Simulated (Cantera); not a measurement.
Input: 1 mol N2O, 0.089 mol O2, equilibrated at 998.15 K and 10000 Pa.

Equilibrium computed with Cantera from the NASA thermochemical tables; the gas is ideal and each condensed phase is pure. Kinetics and transport are ignored.

Base state: N2 0.629, O2 0.371, NO 3.64e-5 (mole fractions); condensed: gas only.

Task: What changes in the equilibrium state with this change: N2O replaced by HI?

Result: 
```csv
species,before,after
HI,0,0.520
I2,0,0.185
H2O,0,0.171
N2,0.629,0
O2,0.371,<1e-9
I,0,0.0741
H2,0,0.0503
NO,3.64e-5,0
```
Further candidate phases: H2O, I2.
